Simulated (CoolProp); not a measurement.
Vapour pressure (MPa) of R115: the reference equation beside estimates from Tc = 353.1 K, pc = 3.129 MPa, ω = 0.248. Clausius-Clapeyron is anchored at 225 K with a constant enthalpy of vaporisation of 19.88 kJ/mol.

The numbers come from the reference Helmholtz-energy equation of state, Lemmon 2016 in CoolProp.

| T (K) | reference | Lee-Kesler | Clausius-Clapeyron | van der Waals | Redlich-Kwong | Soave-Redlich-Kwong | Peng-Robinson |
|---|---|---|---|---|---|---|---|
| 185.2 | 0.005754 | 0.005517 | 0.006804 | 0.1194 | 0.01339 | 0.005639 | 0.005980 |
| 195.2 | 0.01191 | 0.01150 | 0.01318 | 0.1666 | 0.02566 | 0.01169 | 0.01220 |
| 205.1 | 0.02254 | ? | 0.02380 | 0.2248 | 0.04520 | ? | 0.02285 |
| 215.1 | 0.04005 | 0.03929 | 0.04092 | 0.2965 | 0.07501 | 0.03956 | 0.04031 |
| 225 | 0.06673 | 0.06594 | 0.06673 | 0.3814 | 0.1173 | 0.06615 | 0.06682 |
| 235 | 0.1063 | 0.1056 | 0.1049 | ? | 0.1760 | 0.1057 | 0.1060 |
| 244.9 | 0.1613 | 0.1612 | 0.1582 | 0.5983 | 0.2530 | ? | 0.1607 |
| 254.9 | 0.2370 | 0.2376 | 0.2320 | 0.7326 | 0.3529 | 0.2375 | 0.2360 |

Question: Some entries are withheld; supply them.

Answer: 
- 205.1, Lee-Kesler: 0.02194
- 205.1, Soave-Redlich-Kwong: 0.02219
- 235, van der Waals: 0.4824
- 244.9, Soave-Redlich-Kwong: 0.1611

Absolute difference from the reference over all 8 rows, mean and median: Lee-Kesler 1.8 and 1.5 %, Clausius-Clapeyron 5.3 and 2.1 %, van der Waals 764.6 and 555.9 %, Redlich-Kwong 85.4 and 81.5 %, Soave-Redlich-Kwong 1.0 and 1.0 %, Peng-Robinson 1.2 and 0.5 %.
